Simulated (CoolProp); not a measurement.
A simple Rankine cycle with water: condensing at 293.15 K, boiler at 0.288 MPa, turbine inlet 420.3 K, turbine efficiency 0.75, pump efficiency 0.8, no recuperator. Each further row changes one setting.

Computed with CoolProp (reference Helmholtz-energy equation of state, Wagner 2002).

```tsv
case	thermal efficiency (%)	net work (kJ/kg)	heat in (kJ/kg)	turbine exit temperature (K)	volume ratio over the turbine
as stated	19.1	511	2670	293.1	77.5
turbine inlet 440.3 K	19.2	521	2710	293.1	74.7
condensing temperature 285.15 K	20.4	552	2710	285.1	124
boiler pressure 0.202 MPa	17.8	478	2680	293.1	54.9
turbine efficiency 0.65	16.6	443	2670	293.1	80.0
```

The expansion ends wet for: as stated; turbine inlet 440.3 K; condensing temperature 285.15 K; boiler pressure 0.202 MPa; turbine efficiency 0.65.
